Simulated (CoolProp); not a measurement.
The numbers come from the reference Helmholtz-energy equation of state, Akasaka 2020 in CoolProp.

For R1123, give the phase and the density (kg/m³), cv (kJ/(kg K)), isothermal compressibility (1/MPa), expansivity (1/kK) at 354.1 K and 5690 kPa.


- 354.1 K and 5690 kPa: supercritical; density 307, cv 0.983, isothermal compressibility 0.435, expansivity 23.8
